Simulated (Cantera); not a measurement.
## Transport properties of process gases

Gas mixture: 100 % C2H4, at 100000 Pa, frozen composition.

Cantera's kinetic-theory transport with the Lennard-Jones parameters of GRI-Mech 3.0, ideal gas; thermal conductivity in the multicomponent form. The composition is frozen, though it would react at the higher temperatures.

| T (K) | ρ (kg/m³) | cp (J/kg/K) | μ (µPa s) | λ (mW/m/K) | Pr | D (cm²/s) NO | D (cm²/s) CO2 | D (cm²/s) CH3 |
|---|---|---|---|---|---|---|---|---|
| 400 | 0.844 | 1877 | 13.3 | 33.5 | 0.748 | 0.272 | 0.205 | 0.296 |
| 650 | 0.519 | 2664 | 20.4 | 72.4 | 0.750 | 0.640 | 0.503 | 0.709 |
| 900 | 0.375 | 3167 | 26.3 | 111 | 0.749 | 1.12 | 0.896 | 1.25 |
| 1150 | 0.293 | 3563 | 31.5 | 150 | 0.748 | 1.69 | 1.37 | 1.90 |
| 1400 | 0.241 | 3836 | 36.2 | 186 | 0.746 | 2.35 | 1.92 | 2.64 |
| 1650 | 0.204 | 4034 | 40.5 | 219 | 0.745 | 3.10 | 2.53 | 3.48 |
| 1900 | 0.178 | 4178 | 44.5 | 250 | 0.744 | 3.92 | 3.21 | 4.41 |
D: mixture-averaged diffusion coefficient of that species in the mixture.
